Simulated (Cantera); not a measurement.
## Fe₂O₃ + H₂O + N₂ (chemical vapour transport)

Charge: 1 mol Fe₂O₃, 0.072 mol H₂O, 3.5 mol N₂, at 14.3 Torr.

Cantera equilibrium calculation (NASA polynomials, part measured and part estimated; ideal gas, pure solids and liquids). Candidate condensed phases: Fe, FeO, Fe(OH)₂, Fe(OH)₃, Fe₂O₃, Fe₃O₄, H₂O; 27 gas species. Mutual solubility and eutectic melting of coexisting phases are not modelled. Rates play no part.

| T (K) | x N₂ | x O₂ | x H₂O | x NO | x OH | n Fe₂O₃(s) | n Fe₃O₄(s) |
|---|---|---|---|---|---|---|---|
| 748 | 0.980 | 3.96e-11 | 0.0202 | 1.18e-11 | <1e-12 | 1.00 | 0 |
| 898 | 0.980 | 3.19e-9 | 0.0202 | 1.23e-9 | 1.68e-10 | 1.00 | 0 |
| 1048 | 0.980 | 7.34e-8 | 0.0202 | 3.41e-8 | 8.27e-9 | 1.00 | 0 |
| 1198 | 0.980 | 2.15e-5 | 0.0202 | 2.17e-6 | 3.54e-7 | 1.000 | 0.000321 |
| 1348 | 0.976 | 0.00408 | 0.0201 | 8.30e-5 | 8.08e-6 | 0.911 | 0.0591 |
| 1498 | 0.936 | 0.0443 | 0.0192 | 0.000606 | 6.15e-5 | 0 | 0.667 |
| 1648 | 0.936 | 0.0439 | 0.0191 | 0.00118 | 0.000201 | 0 | 0.667 |
x: gas mole fraction; n: condensed amount in mol.

From 748 K to 1048 K the condensed part is Fe₂O₃(s). From 1198 K to 1348 K the condensed part is Fe₂O₃(s) + Fe₃O₄(s). From 1498 K to 1648 K the condensed part is Fe₃O₄(s).
